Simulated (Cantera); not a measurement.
A closed system holds: 1 mol SiH4, 0.17 mol C3H8, 99 mol H2, 1.2 mol C2H4, 0.33 mol HF, held at 100 Torr.

Equilibrium computed with Cantera from the NASA thermochemical tables; the gas is ideal and each condensed phase is pure. Candidate condensed phases: C, C6H6, C7H8, C8H18, Si, SiC; 113 gas species. Gases not in the tables: Si2H6 and higher silanes. Rates play no part.

### Question
Which condensed phases are stable at each of these points (T (K)): 1875, 1925, 1975, 2025, 2075, 2125, 2175, 2225, 2275, 2325, 2375, 2425, 2475, 2525?

### Answer
| T (K) | condensed phases | Si condensed (%) |
|---|---|---|
| 1875 | C(graphite) + SiC(s) | 99.5 |
| 1925 | C(graphite) + SiC(s) | 99.4 |
| 1975 | C(graphite) + SiC(s) | 99.3 |
| 2025 | C(graphite) + SiC(s) | 99.0 |
| 2075 | C(graphite) + SiC(s) | 98.5 |
| 2125 | C(graphite) + SiC(s) | 97.6 |
| 2175 | C(graphite) + SiC(s) | 95.9 |
| 2225 | C(graphite) + SiC(s) | 92.8 |
| 2275 | C(graphite) + SiC(s) | 87.1 |
| 2325 | C(graphite) + SiC(s) | 77.1 |
| 2375 | C(graphite) + SiC(s) | 59.7 |
| 2425 | C(graphite) + SiC(s) | 29.5 |
| 2475 | C(graphite) | 0.0 |
| 2525 | C(graphite) | 0.0 |

From 1875 K to 2425 K the condensed part is C(graphite) + SiC(s). From 2475 K to 2525 K the condensed part is C(graphite).
